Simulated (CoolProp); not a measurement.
50 sccm (0 °C, 1 atm) of nitrogen bubbles through liquid benzene at 333.5 K and leaves saturated at a total pressure of 0.15 MPa (ideal gas phase). Each further row changes one setting.

The numbers come from the reference Helmholtz-energy equation of state, Thol 2012 in CoolProp.

| case | vapour pressure (kPa) | mole fraction of vapour | delivery (mg/min) | delivery (sccm) | change of delivery for a bath 1 K warmer (%) |
|---|---|---|---|---|---|
| as stated | 52.9 | 0.353 | 94.9 | 27.2 | … |
| bath temperature 338.5 K | 62.9 | 0.419 | 126 | 36.1 | 6.1 |
| total pressure 0.3 MPa | 52.9 | … | 37.3 | … | 4.4 |

Question: Fill in the missing entries.

Answer: 
- as stated, change of delivery for a bath 1 K warmer (%): 5.6
- total pressure 0.3 MPa, mole fraction of vapour: 0.176
- total pressure 0.3 MPa, delivery (sccm): 10.7
